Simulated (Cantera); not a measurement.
Input (Python, Cantera) and output of one run.

```python
import numpy as np
import cantera as ct

gas_names = """
    CL CL2 H HCL H2 Si SiCL SiCL2 SiCL3 SiCL4 SiH SiHCL3 SiH2 SiH2CL2 SiH3 SiH3CL SiH4 Si2 Si3
""".split()
cond_names = """
    Si(cr) Si(L)
""".split()


# ... load() reads the species with a 1 bar reference pressure and builds the phases ...
atoms = {
    'SiCl4': {'Si': 1, 'CL': 4},
    'Cl2': {'CL': 2},
    'H2': {'H': 2},
}
top_T = {}  # K; cautious upper limits of use, not melting points


# ... equilibrate(T, P, feed) seeds the gas with the atoms and calls Mixture.equilibrate('TP', solver="vcs", rtol=1e-11, max_steps=5000) ...
results = []
feed = {'SiCl4': 1, 'Cl2': 0.0045, 'H2': 5.2}  # mol
P = 13332.2  # Pa
for T in [1573, 1598, 1623, 1648, 1673, 1698, 1723, 1748, 1773]:
    mix = equilibrate(T, P, feed)
    results.append((T, P, feed, dict(zip(mix.species_names, mix.species_moles))))

top = {s: max(r[3][s] / sum(r[3][g] for g in gas_names) for r in results) for s in gas_names}
cols = sorted((s for s in top if top[s] > 1e-05), key=lambda s: -top[s])[:5]
seen = [c for c in cond_names if any(r[3].get(c, 0) > 1e-12 for r in results)]
print("log10 of partial pressures in bar; condensed amounts in mol")
print(f"{'T/K':>10s}" + "".join(f"{s[:9]:>10s}" for s in cols + seen))
for T, P, feed, n in results:
    ng = sum(n[g] for g in gas_names)
    print(f"{T:10.4g}" + "".join(f"{np.log10(max(n[s] / ng * P / 1e5, 1e-99)):10.3f}" for s in cols)
          + "".join(f"{n.get(c, 0):10.4g}" for c in seen))
```

It prints:

```
log10 of partial pressures in bar; condensed amounts in mol
       T/K        H2       HCL     SiCL2     SiCL3     SiCL4
      1573    -1.087    -1.489    -1.836    -2.579    -2.902
      1598    -1.090    -1.479    -1.821    -2.615    -3.015
      1623    -1.093    -1.471    -1.808    -2.653    -3.130
      1648    -1.096    -1.465    -1.798    -2.694    -3.246
      1673    -1.098    -1.460    -1.789    -2.735    -3.362
      1698    -1.099    -1.455    -1.782    -2.777    -3.477
      1723    -1.101    -1.452    -1.776    -2.820    -3.591
      1748    -1.102    -1.449    -1.771    -2.863    -3.704
      1773    -1.103    -1.447    -1.766    -2.906    -3.815
```

These are equilibrium values from Cantera (NASA tables, ideal gas, pure condensed phases), not measurements of a reactor. The tables' values for SiCl3, SiCl are old estimates; treat these amounts as uncertain.
